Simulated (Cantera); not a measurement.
**CH3Cl + H2 (fluorocarbon and chlorocarbon gases)**

A closed system holds: 1 mol CH3Cl, 1.1 mol H2, equilibrated at 2050 K and 0.133 bar.

Equilibrium computed with Cantera from the NASA thermochemical tables; the gas is ideal and each condensed phase is pure. Candidate condensed phases: C, C6H6, C7H8, C8H18; 91 gas species. Equilibrium is a limit: real reactors are often held back by kinetics, nucleation or transport.

The x(H2) is 0.673. The x(HCl) is 0.320, the x(H) comes out as 0.00510 and the x(Cl) is 0.00179. The x(C2H2 (acetylene)) comes out as 0.000714, the x(CH4) comes out as 2.25e-5 and the x(CH3) is 3.35e-6. The x(C2HCl) comes out as 1.60e-6. The n(C(graphite)) comes out as 0.995 mol and the gas amount is 3.111 mol.
